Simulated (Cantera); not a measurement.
Pyrogenic steam for wet oxidation

An isothermal, constant-pressure homogeneous reactor starts with 21.8 % H₂, 44.4 % O₂, 33.8 % N₂, equivalence ratio 0.24, at 1298 K and 195 Torr.

Detailed kinetics in Cantera: GRI-Mech 3.0 (53 species, 325 reactions). The temperature is held fixed by assumption; the heat of reaction is taken as removed at once.

```csv
t (s),x H₂,x O₂,x N₂O,x NO,x H
3.00e-5,0.218,0.444,3.48e-12,<1e-12,0.000120
8.30e-5,0.0158,0.348,2.21e-8,2.41e-6,0.0492
0.000229,0.00273,0.372,5.77e-8,4.55e-6,0.00266
0.000634,0.000263,0.376,7.59e-8,4.59e-6,6.90e-5
0.00175,3.18e-5,0.376,8.24e-8,4.57e-6,3.43e-6
0.00485,5.56e-6,0.376,8.53e-8,4.57e-6,3.16e-7
0.0134,1.33e-6,0.377,8.66e-8,4.58e-6,4.29e-8
0.0371,3.89e-7,0.377,8.62e-8,4.59e-6,7.39e-9
0.103,1.38e-7,0.377,8.21e-8,4.59e-6,1.63e-9
0.284,7.36e-8,0.377,7.03e-8,4.58e-6,6.42e-10
0.785,6.59e-8,0.377,4.59e-8,4.58e-6,5.44e-10
2.17,6.59e-8,0.377,1.78e-8,4.58e-6,5.43e-10
6.00,6.59e-8,0.377,8.74e-9,4.58e-6,5.43e-10
```
x: mole fraction; the columns are a selection and need not sum to one.

Equilibrium at this temperature and pressure: H₂ 6.59e-8, O₂ 0.376, N₂O 8.56e-9, NO 0.000365, H 5.43e-10 (gas phase only).
